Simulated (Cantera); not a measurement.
Input: 1 mol CuO, 2.3 mol CO, a varied amount of N2, at 2075 K and 64.0 mbar.

Method: chemical equilibrium by Gibbs-energy minimisation in Cantera with the NASA 1993 tables (ideal gas, pure condensed phases). Candidate condensed phases: C, Cu, CuO, Cu2O; 27 gas species. Kinetics and transport are ignored.

**Question.** What share of the Cu ends up in condensed phases as a function of n(N2) (mol), at 0.77, 1.3, 1.9, 2.4, 3, 3.6, 4.1, 4.7, 5.2, 5.8?

**Answer.** 
```csv
n(N2) (mol),Cu condensed (%),as
0.77,52.9,Cu(l)
1.3,44.8,Cu(l)
1.9,35.6,Cu(l)
2.4,27.9,Cu(l)
3,18.7,Cu(l)
3.6,9.5,Cu(l)
4.1,1.9,Cu(l)
4.7,0.0,-
5.2,0.0,-
5.8,0.0,-
```
